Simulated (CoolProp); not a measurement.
Properties of R1234yf at several states (Tc = 367.8 K, pc = 3.384 MPa, ω = 0.276).

Model: reference Helmholtz-energy equation of state, Lemmon 2022, in CoolProp.

```tsv
T (K)	p (MPa)	phase	density (kg/m³)	cp (kJ/(kg K))	cv (kJ/(kg K))	fugacity coefficient
388.3	3.62	supercritical	?	?	1.080	?
289.5	1.04	liquid	?	?	?	0.4567
137.1	0.334	liquid	1538	?	?	2.674e-5
```

Q: Some entries are withheld; supply them.

A: 
- 388.3, density (kg/m³): 217.1
- 388.3, cp (kJ/(kg K)): 1.781
- 388.3, fugacity coefficient: 0.7039
- 289.5, density (kg/m³): 1126
- 289.5, cp (kJ/(kg K)): 1.351
- 289.5, cv (kJ/(kg K)): 0.9047
- 137.1, cp (kJ/(kg K)): 1.094
- 137.1, cv (kJ/(kg K)): 0.7270
